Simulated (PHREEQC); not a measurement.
Consider water at 40 °C with 89 mmol/kgw HF, 43 mmol/kgw (NH4)2SiF6, 29 mmol/kgw H3BO3 and 3.2 mmol/kgw HCl. Closed to the air; pH follows from the charge balance.

Model: ion-association model, wateq4f.dat, run in PHREEQC.

No solid was allowed to form.

### Question
Predict the pH.

### Answer
pH 1.73.

### Question
In which forms is Si present?

### Answer
SiF6-2 95 %, H4SiO4 4.6 % of the Si.

Saturation is exceeded, for instance for Quartz (slow to form), Chalcedony (slow to form); the values hold only as long as no solid forms. At this temperature some constants are extrapolated from 25 °C, and those without enthalpy data are left unchanged. SiF6-2 is the database's only silicon fluoride. Real BF4- forms and hydrolyses slowly; the run takes it at equilibrium.
